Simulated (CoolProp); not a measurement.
Dry air at 293.15 K and 3.13 MPa is throttled through a valve to 1.23 MPa with no heat exchange. Each further row changes one setting.

Model: reference Helmholtz-energy equation of state, Lemmon 2000, in CoolProp. It is a pseudo-pure fit of the blend.

| case | temperature change (K) | final density (kg/m³) |
|---|---|---|
| as stated | -4.2 | 14.9 |
| outlet pressure 0.369 MPa | -6.3 | 4.49 |
| outlet pressure 1.6 MPa | -3.4 | 19.3 |
